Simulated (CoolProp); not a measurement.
R141b at 444.9 K and 1.28 MPa flows at 13 m/s in a round tube of 10 mm bore and 45 µm roughness, fully developed (64/Re and Nu = 3.66 if laminar; Colebrook and Gnielinski if turbulent). Each further row changes one setting.

Values from CoolProp's reference Helmholtz-energy equation of state, Lemmon 2006. It is a short technical equation, of lower accuracy than the large ones.

```
case             Reynolds number  Darcy friction factor  pressure drop (Pa/m)  heat-transfer coefficient (W/(m² K))  mass flow (kg/h)
---------------  ---------------  ---------------------  --------------------  ------------------------------------  ----------------
as stated                 438000                 0.0297                   ___                                  3020               ___
velocity 26 m/s           875000                 0.0295                   ___                                   ___               ___
diameter 20 mm            875000                 0.0244                  4860                                   ___               ___
```

**Question.** Complete the blanks.

**Answer.** 
- as stated, pressure drop (Pa/m): 11800
- as stated, mass flow (kg/h): 174
- velocity 26 m/s, pressure drop (Pa/m): 47100
- velocity 26 m/s, heat-transfer coefficient (W/(m² K)): 6010
- velocity 26 m/s, mass flow (kg/h): 347
- diameter 20 mm, heat-transfer coefficient (W/(m² K)): 2420
- diameter 20 mm, mass flow (kg/h): 694

Viscosity comes from a separate model (Huber 2003), an estimate that may be off by 10 % or more. Thermal conductivity comes from a separate model (Huber 2003), an estimate that may be off by 10 % or more.
